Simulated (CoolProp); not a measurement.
Properties of carbon monoxide along the isobar 943 kPa (Tc = -140.3 °C, pc = 3498 kPa, ω = 0.050).

Values from CoolProp's reference Helmholtz-energy equation of state, Lemmon 2006. It is a short technical equation, of lower accuracy than the large ones.

```
T (°C)    phase  density (kg/m³)  cv (kJ/(kg K))  Joule-Thomson coefficient (K/MPa)  isothermal compressibility (1/MPa)  expansivity (1/kK)  fugacity coefficient
-------  ------  ---------------  --------------  ---------------------------------  ----------------------------------  ------------------  --------------------
-195.35  liquid            811.7           1.173                            -0.3447                            0.002690               5.186               0.06901
-178.05  liquid            732.9           1.061                            -0.2139                            0.005246               6.852                0.3676
-160.75     gas            34.07          0.8491                              15.39                               1.327               15.73                0.8552
-143.35     gas            27.31          0.7822                              11.32                               1.194               10.64                0.9050
-126.05     gas            23.20          0.7644                              8.953                               1.142               8.435                0.9345
-108.75     gas            20.30          0.7562                              7.337                               1.115               7.099                0.9535
-91.45      gas            18.10          0.7518                              6.153                               1.098               6.178                0.9663
-74.15      gas            16.37          0.7493                              5.247                               1.087               5.494                0.9754
-56.85      gas            14.96          0.7477                              4.527                               1.079               4.960                0.9819
-39.55      gas            13.78          0.7467                              3.942                               1.074               4.530                0.9868
-22.15      gas            12.78          0.7461                              3.453                               1.070               4.171                0.9905
-4.85       gas            11.92          0.7458                              3.041                               1.067               3.871                0.9933
12.45       gas            11.17          0.7457                              2.689                               1.065               3.613                0.9955
29.75       gas            10.52          0.7459                              2.383                               1.063               3.389                0.9972
47.05       gas            9.934          0.7463                              2.115                               1.062               3.192                0.9986
```
